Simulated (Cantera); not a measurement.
An adiabatic, constant-pressure homogeneous reactor starts with CH4 : C2H6 : O2 : N2 = 1 : 0.078 : 3.73 : 14 (molar parts), at 1750 K and 1.28 atm. Integrator tolerance rtol = 1e-08.

Model: GRI-Mech 3.0 (53 species, 325 reactions), integrated in Cantera.

```json
[
 {"quantity": "time of steepest temperature rise", "before": "41.4 µs", "after": "60.7 µs"},
 {"quantity": "temperature at 0.200 s", "before": "2669 K", "after": "2631 K"},
 {"quantity": "equilibrium temperature", "before": "2669 K", "after": "2631 K"},
 {"quantity": "x(CH4) at 0.200 s", "before": "<1e-12 (gas-phase equilibrium <1e-12)", "after": "<1e-12 (gas-phase equilibrium <1e-12)"},
 {"quantity": "x(C2H6) at 0.200 s", "before": "<1e-12 (gas-phase equilibrium <1e-12)", "after": "<1e-12 (gas-phase equilibrium <1e-12)"},
 {"quantity": "x(O2) at 0.200 s", "before": "0.0692 (gas-phase equilibrium 0.0692)", "after": "0.0774 (gas-phase equilibrium 0.0774)"},
 {"quantity": "x(HO2) at 0.200 s", "before": "1.01e-5 (gas-phase equilibrium 1.01e-5)", "after": "9.83e-6 (gas-phase equilibrium 9.83e-6)"},
 {"quantity": "x(C2H2) at 0.200 s", "before": "<1e-12 (gas-phase equilibrium <1e-12)", "after": "<1e-12 (gas-phase equilibrium <1e-12)"},
 {"quantity": "x(NO) at 0.200 s", "before": "0.0167 (gas-phase equilibrium 0.0167)", "after": "0.0167 (gas-phase equilibrium 0.0167)"},
 {"quantity": "x(HCN) at 0.200 s", "before": "8.65e-11 (gas-phase equilibrium 8.65e-11)", "after": "4.67e-11 (gas-phase equilibrium 4.67e-11)"}
]
```

Question: What was changed between the two runs?
A. constant volume in place of constant pressure
B. C2H6 0.078 to 0.028 parts
C. initial temperature 1750 to 1250 K
D. pressure from 1.28 atm to 1.00 atm

Answer: B, C2H6 0.078 to 0.028 parts
